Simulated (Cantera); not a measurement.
An adiabatic, constant-volume homogeneous reactor starts with CH₄ : C₂H₆ : O₂ : N₂ = 1 : 0.25 : 3.73 : 23.5 (molar parts), at 1073 K and 1.01 bar.

Computed with Cantera and GRI-Mech 3.0 (53 species, 325 reactions).

x: mole fraction; the columns are a selection and need not sum to one.

```csv
t (s),T (K),P (bar),x CH₄,x C₂H₆,x O₂,x H₂O,x O,x CO
3.00e-6,1073,1.01,0.0351,0.00878,0.131,<1e-12,<1e-12,<1e-12
8.54e-6,1073,1.01,0.0351,0.00878,0.131,3.23e-12,<1e-12,<1e-12
2.43e-5,1073,1.01,0.0351,0.00878,0.131,2.92e-11,<1e-12,<1e-12
6.93e-5,1073,1.01,0.0351,0.00878,0.131,2.46e-10,1.97e-12,<1e-12
0.000197,1073,1.01,0.0351,0.00878,0.131,1.98e-9,5.44e-12,<1e-12
0.000562,1073,1.01,0.0351,0.00878,0.131,1.52e-8,1.42e-11,3.28e-12
0.00160,1073,1.01,0.0351,0.00878,0.131,1.19e-7,3.66e-11,7.44e-11
0.00456,1073,1.01,0.0351,0.00878,0.131,(withheld),1.23e-10,(withheld)
0.0130,1073,1.01,0.0351,0.00875,0.131,3.13e-5,1.75e-9,2.42e-7
0.0370,2368,2.25,<1e-12,<1e-12,(withheld),0.0923,(withheld),0.00334
0.105,2357,2.24,<1e-12,<1e-12,0.0275,0.0924,0.000765,0.00327
0.300,2356,2.24,<1e-12,<1e-12,0.0273,0.0924,0.000758,0.00326
```

Question: Some entries are withheld; supply them.

Answer: 
- 0.00456, x H₂O: 1.19e-6
- 0.00456, x CO: 2.06e-9
- 0.0370, x O₂: 0.0297
- 0.0370, x O: 0.000841
